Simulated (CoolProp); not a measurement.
Vapour-liquid equilibrium of ethane (1) + hydrogen sulfide (2) at 1540 kPa; x and y are mole fractions of (1).

The numbers come from the multi-fluid Helmholtz-energy mixture model, Bücker 2006 and Lemmon 2006; pair parameters Kunz 2012 in CoolProp.

```csv
x,bubble temperature (°C),y at the bubble point,dew temperature at overall composition x (°C),liquid density (mol/L)
0.05,6.4,0.204,12.5,23.05
0.15,-3.7,0.430,8.6,21.94
0.25,-8.9,0.538,4.5,20.73
0.35,-11.9,0.601,0.1,19.57
0.45,-13.8,0.647,-4.6,18.51
0.55,-15.2,0.689,-9.5,17.57
0.65,-16.3,0.734,-13.9,16.74
0.75,-17.2,0.788,-16.6,16.02
0.85,-17.6,0.856,-17.6,15.38
0.95,-17.5,0.945,-17.4,14.80
```

y crosses x between x = 0.85 and 0.95: the model has an azeotrope there.

Pair parameters are fitted to limited data, so mixtures are less certain than the pure fluids. With so large a gap from Raoult's law the liquid may split in two, which this calculation doesn't test in full.
